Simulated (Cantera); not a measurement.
An isothermal, constant-pressure homogeneous reactor starts with 88.5 % NO, 11.5 % N2, at 1950 K and 1130 Torr.

Cantera simulation using GRI-Mech 3.0 (53 species, 325 reactions); the numbers are that mechanism's predictions, not measurements.

x: mole fraction; the columns are a selection and need not sum to one.

```tsv
t (s)	x NO	x NO2	x O	x N2	x O2	x N2O
2.00e-5	0.885	1.33e-5	5.90e-6	0.115	1.50e-7	1.83e-5
4.85e-5	0.885	3.93e-5	8.42e-6	0.115	6.87e-7	4.29e-5
0.000118	0.885	?	?	0.115	?	?
0.000285	0.884	0.000258	2.74e-5	0.115	3.63e-5	0.000191
0.000691	0.883	0.000450	4.27e-5	0.115	0.000277	0.000306
0.00168	0.881	0.000519	4.85e-5	0.116	0.00119	0.000361
0.00406	0.877	0.000557	5.19e-5	0.119	0.00354	0.000361
0.00985	0.865	0.000633	5.89e-5	0.124	0.00920	0.000350
0.0239	0.838	0.000772	7.27e-5	0.138	0.0225	0.000326
0.0579	0.778	0.000972	9.67e-5	0.168	0.0526	0.000277
0.140	0.656	0.00114	0.000132	0.229	0.114	0.000193
0.340	0.458	0.00107	0.000175	0.328	0.213	9.20e-5
0.825	0.235	0.000674	0.000213	0.440	0.324	2.41e-5
2.00	?	?	?	?	?	?
```

**Question.** Fill in the missing entries.

**Answer.** 
- 0.000118, x NO2: 0.000106
- 0.000118, x O: 1.44e-5
- 0.000118, x O2: 4.24e-6
- 0.000118, x N2O: 9.57e-5
- 2.00, x NO: 0.0825
- 2.00, x NO2: 0.000262
- 2.00, x O: 0.000235
- 2.00, x N2: 0.516
- 2.00, x O2: 0.401
- 2.00, x N2O: 3.28e-6
